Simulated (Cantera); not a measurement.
Input (Python, Cantera) and output of one run.

```python
import numpy as np
import cantera as ct

gas_names = """
    C CH CH2 CH3 CH2OH CH3O CH4 CH3OH CO CO2 COOH C2 C2H CHCO,ketyl C2H2,acetylene C2H2,vinylidene
    CH2CO,ketene C2H3,vinyl CH3CO,acetyl C2H4 C2H4O,ethylen CH3CHO,ethanal CH3COOH (HCOOH)2 C2H5 C2H6
    CH3OCH3 C2H5OH C2O C3 C3H3,propargyl C3H4,allene C3H4,propyne C3H4,cyclo- C3H5,allyl C3H6,propylene
    C3H6,cyclo- C3H6O C3H7,n-propyl C3H7,i-propyl C3H8 C3H8O,1propanol C3H8O,2propanol C3O2 C4 C4H2
    C4H4,1,3-cyclo- C4H6,butadiene C4H6,2-butyne C4H6,cyclo- C4H8,1-butene C4H8,cis2-buten
    C4H8,tr2-butene C4H8,isobutene C4H8,cyclo- (CH3COOH)2 C4H9,n-butyl C4H9,i-butyl C4H9,s-butyl
    C4H9,t-butyl C4H10,isobutane C4H10,n-butane C5 C5H6,1,3cyclo- C5H8,cyclo- C5H10,1-pentene
    C5H10,cyclo- C5H11,pentyl C5H11,t-pentyl C5H12,n-pentane C5H12,i-pentane CH3C(CH3)2CH3 C6H2
    C6H5,phenyl C6H5O,phenoxy C6H6 C6H5OH,phenol C6H10,cyclo- C6H12,1-hexene C6H12,cyclo- C6H13,n-hexyl
    C7H7,benzyl C7H8 C7H8O,cresol C7H14,1-heptene C7H15,n-heptyl C7H16,n-heptane C8H8,styrene
    C8H10,ethylbenz C8H16,1-octene C8H17,n-octyl C8H18,isooctane C8H18,n-octane C9H19,n-nonyl
    C10H8,naphthale C10H21,n-decyl C12H9,o-bipheny C12H10,bipheny H HCO HO2 H2 HCHO,formaldehy HCOOH H2O
    H2O2 Mg MgH MgO MgOH MgO2H2 Mg2 O OH O2 O3
""".split()
cond_names = """
    C(gr) C6H6(L) C7H8(L) C8H18(L),n-octa H2O(s) H2O(L) Mg(cr) Mg(L) MgCO3(s) MgO(s) MgO(L) MgO2H2(s)
""".split()


def load(file, names, dense=False):
    # The tables refer to 1 bar. Condensed volumes are neglected.
    table = {s.name: s for s in ct.Species.list_from_file(file)}
    out = []
    for n in names:
        d = dict(table[n].input_data)
        d["thermo"] = dict(d["thermo"], **{"reference-pressure": 1e5})
        if dense:
            d["equation-of-state"] = {"model": "constant-volume", "density": "1e6 g/cm^3"}
        out.append(ct.Species.from_dict(d))
    return out


gas = ct.Solution(thermo="ideal-gas", species=load("nasa_gas.yaml", gas_names))
cond = {s.name: ct.Solution(thermo="fixed-stoichiometry", species=[s], name=s.name)
        for s in load("nasa_condensed.yaml", cond_names, dense=True)}
atoms = {
    'MgO': {'Mg': 1, 'O': 1},
    'C': {'C': 1},
    'H2': {'H': 2},
}
top_T = {'C(gr)': 4500}  # K; cautious upper limits of use, not melting points


def equilibrate(T, P, feed):
    n = {}
    for name, mol in feed.items():
        for a, k in atoms[name].items():
            n[a] = n.get(a, 0.0) + k * mol
    gas.TPX = T, P, n
    mass = sum(n.values()) * gas.mean_molecular_weight
    gas.equilibrate("TP")
    valid = [c for c in cond.values() if c.min_temp <= T <= top_T.get(c.name, c.max_temp)]
    mix = ct.Mixture([(gas, mass / gas.mean_molecular_weight)] + [(c, 0.0) for c in valid])
    mix.T, mix.P = T, P
    mix.equilibrate("TP", solver="vcs", rtol=1e-11, max_steps=5000)
    return mix


results = []
feed = {'MgO': 1, 'C': 0.98, 'H2': 0.03}  # mol
P = 9.5  # Pa
for T in [1650, 1750, 1850, 1950, 2050, 2150, 2250, 2350, 2450, 2550, 2650, 2750, 2850, 2950]:
    mix = equilibrate(T, P, feed)
    results.append((T, P, feed, dict(zip(mix.species_names, mix.species_moles))))

top = {s: max(r[3][s] / sum(r[3][g] for g in gas_names) for r in results) for s in gas_names}
cols = sorted((s for s in top if top[s] > 0.001), key=lambda s: -top[s])[:6]
seen = [c for c in cond_names if any(r[3].get(c, 0) > 1e-12 for r in results)]
print("log10 of partial pressures in bar; condensed amounts in mol")
print(f"{'T/K':>10s}" + "".join(f"{s[:9]:>10s}" for s in cols + seen))
for T, P, feed, n in results:
    ng = sum(n[g] for g in gas_names)
    print(f"{T:10.4g}" + "".join(f"{np.log10(max(n[s] / ng * P / 1e5, 1e-99)):10.3f}" for s in cols)
          + "".join(f"{n.get(c, 0):10.4g}" for c in seen))
```

Result:

```
log10 of partial pressures in bar; condensed amounts in mol
       T/K        Mg        CO         H        H2         O       CO2    MgO(s)
      1650    -4.330    -4.330    -6.972    -5.861   -12.657    -7.977   0.01976
      1750    -4.330    -4.331    -6.578    -5.890   -10.873    -7.160   0.01839
      1850    -4.329    -4.336    -6.247    -5.958    -9.285    -6.439   0.01149
      1950    -4.328    -4.345    -5.984    -6.087    -8.136    -6.070         0
      2050    -4.330    -4.346    -5.783    -6.278    -7.450    -6.082         0
      2150    -4.331    -4.347    -5.660    -6.569    -6.871    -6.136         0
      2250    -4.333    -4.347    -5.599    -6.939    -6.451    -6.290         0
      2350    -4.335    -4.346    -5.574    -7.340    -6.211    -6.576         0
      2450    -4.336    -4.345    -5.564    -7.735    -6.104    -6.951         0
      2550    -4.336    -4.345    -5.561    -8.110    -6.062    -7.353         0
      2650    -4.336    -4.345    -5.559    -8.460    -6.046    -7.747         0
      2750    -4.336    -4.345    -5.559    -8.787    -6.040    -8.121         0
      2850    -4.336    -4.345    -5.558    -9.092    -6.037    -8.472         0
      2950    -4.336    -4.345    -5.558    -9.377    -6.036    -8.800         0
```

Cantera equilibrium calculation (NASA polynomials, part measured and part estimated; ideal gas, pure solids and liquids).
